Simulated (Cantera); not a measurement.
Input: 1 mol C₂H₂, 1.1 mol NH₃, 0.89 mol N₂, 0.69 mol H₂, at 3.60 mbar.

Equilibrium computed with Cantera from the NASA thermochemical tables; the gas is ideal and each condensed phase is pure. Candidate condensed phases: C, C₆H₆, C₇H₈, C₈H₁₈; 92 gas species. Kinetics and transport are ignored.

Q: At 1375 K, list the 4 most abundant gas species with their mole fractions, and the condensed phases.

A: H₂ 0.699, N₂ 0.301, HCN 0.000185, H 4.77e-5. Condensed: C(graphite).
